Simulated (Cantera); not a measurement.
Diamond growth

A diamond (100) surface in a fixed gas of H2 with x(CH4) = 0.029, x(H) = 0.018, x(CH3) = 0.00083, 21000 Pa; coverages are run to steady state.

Computed with Cantera and the Harris–Goodwin 1993 mechanism for the reconstructed diamond (100) surface.

```json
[
 {"T (K)": "900", "growth (µm/h)": "52.3", "θ c6HH": "0.660", "θ c6H*": "0.0106", "θ c6*H": "0.279", "θ c6**": "0.00421", "θ c6HM": "0.0372"},
 {"T (K)": "975", "growth (µm/h)": "79.3", "θ c6HH": "0.598", "θ c6H*": "0.0163", "θ c6*H": "0.342", "θ c6**": "0.00787", "θ c6HM": "0.0270"},
 {"T (K)": "1050", "growth (µm/h)": "111", "θ c6HH": "0.537", "θ c6H*": "0.0231", "θ c6*H": "0.398", "θ c6**": "0.0133", "θ c6HM": "0.0199"},
 {"T (K)": "1125", "growth (µm/h)": "142", "θ c6HH": "0.481", "θ c6H*": "0.0306", "θ c6*H": "0.445", "θ c6**": "0.0207", "θ c6HM": "0.0146"},
 {"T (K)": "1200", "growth (µm/h)": "161", "θ c6HH": "0.431", "θ c6H*": "0.0386", "θ c6*H": "0.483", "θ c6**": "0.0301", "θ c6HM": "0.0100"},
 {"T (K)": "1275", "growth (µm/h)": "147", "θ c6HH": "0.388", "θ c6H*": "0.0468", "θ c6*H": "0.513", "θ c6**": "0.0416", "θ c6HM": "0.00564"},
 {"T (K)": "1350", "growth (µm/h)": "109", "θ c6HH": "0.350", "θ c6H*": "0.0550", "θ c6*H": "0.535", "θ c6**": "0.0548", "θ c6HM": "0.00238"}
]
```
θ: site fractions in the mechanism's names (c6HH fully hydrogenated, c6H* and c6*H radical sites, c6** diradical, c6HM methylated).
